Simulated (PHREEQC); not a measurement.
A solution holds 0.22 mol TMAH, 6e-05 mol Na2SiO3 and 0.18 mol Na2CO3 per kg of water, at 5 °C. Closed to the air; pH follows from the charge balance.

Model: ion-association model, wateq4f.dat, run in PHREEQC.

| quantity | before | after |
|---|---|---|
| pH | 13.87 | 13.90 |
| ionic strength (mol/kgw) | 0.650 | 0.400 |
| Na+ (mol/kgw) | 0.305 | 0.180 |
| H2SiO4-2 (mol/kgw) | 4.64e-5 | 4.59e-5 |
| H3SiO4- (mol/kgw) | 1.36e-5 | 1.40e-5 |
| H4SiO4 (mol/kgw) | 1.50e-9 | 1.64e-9 |
| SI of Quartz (SiO2) | -4.45 | -4.44 |

What was changed between the two runs?
(A) diluted 2-fold with water
(B) Na2SiO3 from 6e-05 to 9e-05 mol/kgw
(C) Na2CO3 replaced by NaBr at the same molality
(D) 0.027 mol/kgw CsOH added
(E) temperature from 5 to 10 °C

C, Na2CO3 replaced by NaBr at the same molality

This is a speciation only: nothing precipitates in the calculation. (CH3)4N+ isn't in the database: it is added as a free cation with an ion size of 4 Å. Away from 25 °C the constants follow the database's enthalpies or fits; those with neither stay at their 25 °C values.
